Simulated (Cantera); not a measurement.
A perfectly stirred reactor is fed with CH4 : C2H6 : C3H8 : O2 : N2 : CO2 = 1 : 0.078 : 0.35 : 5.16 : 19.4 : 1 (molar parts), equivalence ratio 0.78, at 443 Torr; it is adiabatic with a 550 K inlet, and is followed from long to short residence time, starting on the burning branch (τ in s: 0.076, 0.036, 0.017, 0.0081, 0.0038, 0.0018, 0.00086, 0.00041, 0.00019, 9.1e-05).

Model: GRI-Mech 3.0 (53 species, 325 reactions), integrated in Cantera. GRI-Mech 3.0 was tuned for natural gas; its chemistry of propane as a main component is partial and can be far from experiment.

Question: What does this change do: inlet temperature 550 to 823 K?

Answer: 
| quantity | before | after |
|---|---|---|
| blow-out, bracketed by the residence times tried | burning at 0.190 ms, out at 91.0 µs | burning at 91.0 µs, the shortest tried |
| x(CH4) at τ = 76.0 ms | 3.33e-6 | 1.76e-6 |
| x(C2H6) at τ = 76.0 ms | 4.56e-8 | 2.00e-8 |
| x(C3H8) at τ = 76.0 ms | 2.07e-7 | 1.01e-7 |
| x(NO) at τ = 76.0 ms | 0.000325 | 0.00176 |
| x(H2) at τ = 76.0 ms | 0.000946 | 0.00160 |
| x(CH4) at τ = 1.80 ms | 5.10e-5 | 3.27e-5 |
| x(C2H6) at τ = 1.80 ms | 1.00e-6 | 6.13e-7 |
| x(C3H8) at τ = 1.80 ms | 3.93e-6 | 2.43e-6 |
| x(NO) at τ = 1.80 ms | 3.69e-5 | 9.45e-5 |
| x(H2) at τ = 1.80 ms | 0.00452 | 0.00518 |

Question: What does this change do: pressure from 443 Torr to 1280 Torr?

Answer: 
| quantity | before | after |
|---|---|---|
| blow-out, bracketed by the residence times tried | burning at 0.190 ms, out at 91.0 µs | burning at 91.0 µs, the shortest tried |
| x(CH4) at τ = 76.0 ms | 3.33e-6 | 2.09e-6 |
| x(C2H6) at τ = 76.0 ms | 4.56e-8 | 2.40e-8 |
| x(C3H8) at τ = 76.0 ms | 2.07e-7 | 1.11e-7 |
| x(NO) at τ = 76.0 ms | 0.000325 | 0.000434 |
| x(H2) at τ = 76.0 ms | 0.000946 | 0.000393 |
| x(CH4) at τ = 1.80 ms | 5.10e-5 | 3.13e-5 |
| x(C2H6) at τ = 1.80 ms | 1.00e-6 | 5.72e-7 |
| x(C3H8) at τ = 1.80 ms | 3.93e-6 | 2.45e-6 |
| x(NO) at τ = 1.80 ms | 3.69e-5 | 6.59e-5 |
| x(H2) at τ = 1.80 ms | 0.00452 | 0.00202 |
